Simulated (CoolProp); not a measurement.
Vapour-liquid equilibrium of CHF3 (R23) (1) + propylene (2) at 0.601 MPa; x and y are mole fractions of (1).

The numbers come from the multi-fluid Helmholtz-energy mixture model, Penoncello 2003 and Lemmon 2013; pair parameters Bell 2016 in CoolProp.

Give the bubble temperature and the first vapour's composition at x = 0.25, 0.35, 0.95. Is there an azeotrope?

x = 0.25: 241.9 K, y = 0.702; x = 0.35: 237.6 K, y = 0.764; x = 0.95: 229.1 K, y = 0.962. No azeotrope shows between x = 0.05 and 0.95.

Pair parameters are fitted to limited data, so mixtures are less certain than the pure fluids. With so large a gap from Raoult's law the liquid may split in two, which this calculation doesn't test in full.
